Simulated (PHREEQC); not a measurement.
# Buffer: speciation

Make-up at 25 °C: 0.025 mol/kgw NaHSO4 and 0.018 mol/kgw Na2HPO4. Closed to the air; pH follows from the charge balance.

The numbers come from PHREEQC with the ion-association model, phreeqc.dat.

Precipitation was switched off in this run.

Problem. What pH, specific conductance, density does the model give?

Solution. pH 2.75; specific conductance 6010 µS/cm; density 1.002 g/cm³.

Problem. In which forms is P present?

Solution. H2PO4- 83 %, H3PO4 17 % of the P.

Complexes and solids missing from the database can't appear.
